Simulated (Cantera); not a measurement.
An adiabatic, constant-pressure homogeneous reactor starts with CH4 : O2 : N2 : H2O = 1 : 1.18 : 4.42 : 0.72 (molar parts), at 1100 K and 500000 Pa. Integrator tolerance rtol = 1e-08.

Computed with Cantera and GRI-Mech 3.0 (53 species, 325 reactions).

Problem. What does this change do: constant volume in place of constant pressure?

Solution. 
```json
[
 {"quantity": "time of steepest temperature rise", "before": "53.1 ms", "after": "50.8 ms"},
 {"quantity": "temperature at 0.100 s", "before": "2262 K", "after": "2560 K"},
 {"quantity": "equilibrium temperature", "before": "2262 K", "after": "2560 K"},
 {"quantity": "x(CH4) at 0.100 s", "before": "1.30e-10 (gas-phase equilibrium 1.48e-10)", "after": "2.21e-10 (gas-phase equilibrium 2.49e-10)"},
 {"quantity": "x(O2) at 0.100 s", "before": "2.25e-6 (gas-phase equilibrium 2.25e-6)", "after": "2.07e-5 (gas-phase equilibrium 2.07e-5)"},
 {"quantity": "x(H2O) at 0.100 s", "before": "0.222 (gas-phase equilibrium 0.222)", "after": "0.223 (gas-phase equilibrium 0.223)"},
 {"quantity": "x(C2H4) at 0.100 s", "before": "<1e-12 (gas-phase equilibrium <1e-12)", "after": "<1e-12 (gas-phase equilibrium <1e-12)"},
 {"quantity": "x(N2O) at 0.100 s", "before": "4.12e-9 (gas-phase equilibrium 4.07e-9)", "after": "3.49e-8 (gas-phase equilibrium 3.49e-8)"},
 {"quantity": "x(OH) at 0.100 s", "before": "0.000363 (gas-phase equilibrium 0.000363)", "after": "0.00136 (gas-phase equilibrium 0.00136)"},
 {"quantity": "x(CH2) at 0.100 s", "before": "<1e-12 (gas-phase equilibrium <1e-12)", "after": "5.00e-12 (gas-phase equilibrium 5.52e-12)"}
]
```
